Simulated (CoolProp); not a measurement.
Values from CoolProp's reference Helmholtz-energy equation of state, Penoncello 2003.

For CHF3 (R23), give the phase and the Z, cp (kJ/(kg K)), cv (kJ/(kg K)), isothermal compressibility (1/MPa) at 34.05 °C and 1.02 MPa.


- 34.05 °C and 1.02 MPa: gas; Z 0.927, cp 0.822, cv 0.652, isothermal compressibility 1.06
